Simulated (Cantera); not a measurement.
Input (Python, Cantera):

```python
import numpy as np
import cantera as ct

surf = ct.Interface("ptcombust.yaml", "Pt_surf")
gas = surf.adjacent["gas"]
gas.TPX = 300, 38000, {'CH4': 0.036, 'O2': 0.16, 'N2': 0.79}
jet = ct.ImpingingJet(gas=gas, width=0.022, surface=surf)
jet.inlet.mdot, jet.inlet.T, jet.inlet.X = 0.038, 300, {'CH4': 0.036, 'O2': 0.16, 'N2': 0.79}
jet.set_refine_criteria(ratio=10, slope=0.2, curve=0.3)
show, cover = ['CH4', 'O2', 'H2O', 'OH', 'CO', 'CO2'], ["PT(S)", "H(S)", "O(S)", "OH(S)", "CO(S)", "C(S)"]

rows = []
print(f"{'Ts/K':>7s}" + "".join(f"{s:>11s}" for s in show + cover) + "   (gas at the wall, coverages)")
for i, Ts in enumerate([950, 1000, 1050, 1100, 1150, 1200]):
    jet.surface.T = Ts
    if i == 0:
        surf.TP = Ts, 38000
        surf.coverages = "PT(S):0.5, O(S):0.5"
        surf.advance_coverages(1.0)
        jet.set_initial_guess(products="inlet")
    jet.solve(loglevel=0, auto=(i == 0))
    rows.append([*(jet.X[gas.species_index(s), -1] for s in show), *surf[cover].coverages])
    print(f"{Ts:7g}" + "".join(f"{x:11.3e}" for x in rows[-1]))
```

It prints:

```
   Ts/K        CH4         O2        H2O         OH         CO        CO2      PT(S)       H(S)       O(S)      OH(S)      CO(S)       C(S)   (gas at the wall, coverages)
    950  1.535e-02  1.171e-01  3.946e-02  6.597e-08  6.518e-06  2.591e-02  1.851e-01  2.345e-07  8.123e-01  2.574e-03  1.157e-05  5.535e-08
   1000  1.018e-02  1.062e-01  4.892e-02  1.794e-07  5.818e-06  3.219e-02  2.469e-01  5.420e-07  7.505e-01  2.647e-03  8.072e-06  5.045e-08
   1050  6.972e-03  9.948e-02  5.471e-02  4.323e-07  5.246e-06  3.606e-02  3.102e-01  1.068e-06  6.873e-01  2.540e-03  5.458e-06  4.343e-08
   1100  5.000e-03  9.545e-02  5.816e-02  9.401e-07  4.884e-06  3.835e-02  3.732e-01  1.889e-06  6.244e-01  2.350e-03  3.731e-06  3.696e-08
   1150  3.324e-03  9.276e-02  6.064e-02  1.966e-06  7.172e-06  3.956e-02  4.350e-01  3.108e-06  5.629e-01  2.137e-03  2.613e-06  2.813e-08
   1200  2.206e-03  9.052e-02  6.271e-02  3.706e-06  9.228e-06  4.078e-02  4.949e-01  4.855e-06  5.032e-01  1.925e-03  1.914e-06  2.092e-08
```

Detailed kinetics in Cantera: Deutschmann's 1995 Pt surface mechanism with GRI-Mech 3.0 gas chemistry. Catalytic surfaces can have several steady states; this one follows from the mechanism file's or the stated starting coverage.
